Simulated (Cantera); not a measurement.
## Carbothermic reduction: Fe2O3 + CH4 + N2

Feed: 1 mol Fe2O3, a varied amount of CH4, 2.1 mol N2, held at 1275 K and 21.0 mbar.

Method: chemical equilibrium by Gibbs-energy minimisation in Cantera with the NASA 1993 tables (ideal gas, pure condensed phases). Candidate condensed phases: C, C6H6, C7H8, C8H18, Fe, Fe(CO)5, FeO, Fe(OH)2, Fe(OH)3, Fe2O3, Fe3O4, H2O; 140 gas species. Mutual solubility and eutectic melting of coexisting phases are not modelled. The tables' stoichiometric FeO is somewhat more stable than real wüstite, so its field is too wide. FeO: taken at fixed stoichiometry. Condensed phases not in the tables: cementite and carbon dissolved in iron. Equilibrium is a limit: real reactors are often held back by kinetics, nucleation or transport.

```tsv
n(CH4) (mol)	x H2	x N2	x CO	x H2O	x CO2	n FeO(s)	n Fe(γ)	n C(graphite)
0.52	0.187	0.574	0.108	0.0973	0.0339	2.00	0	0
0.91	0.286	0.435	0.158	0.0903	0.0300	1.51	0.491	0
1.3	0.329	0.350	0.182	0.104	0.0345	0.869	1.13	0
1.7	0.359	0.292	0.198	0.113	0.0376	0.214	1.79	0
2.1	0.419	0.250	0.224	0.0811	0.0261	0	2.00	0
2.5	0.481	0.219	0.248	0.0398	0.0123	0	2.00	0
2.9	0.530	0.194	0.266	0.00711	0.00215	0	2.00	0
3.2	0.556	0.183	0.261	3.55e-5	1.00e-5	0	2.00	0.199
3.6	0.585	0.171	0.244	3.49e-5	8.76e-6	0	2.00	0.599
4	0.611	0.160	0.229	3.42e-5	7.72e-6	0	2.00	0.999
4.4	0.633	0.151	0.216	3.34e-5	6.86e-6	0	2.00	1.40
```
x: gas mole fraction; n: condensed amount in mol.

At 0.52 mol CH4 the condensed part is FeO(s). From 0.91 mol CH4 to 1.7 mol CH4 the condensed part is Fe(γ) + FeO(s). From 2.1 mol CH4 to 2.9 mol CH4 the condensed part is Fe(γ). From 3.2 mol CH4 to 4.4 mol CH4 the condensed part is C(graphite) + Fe(γ). The main Fe-bearing gas is Fe(OH)2 at 0.52 mol CH4 and Fe at 4.4 mol CH4.
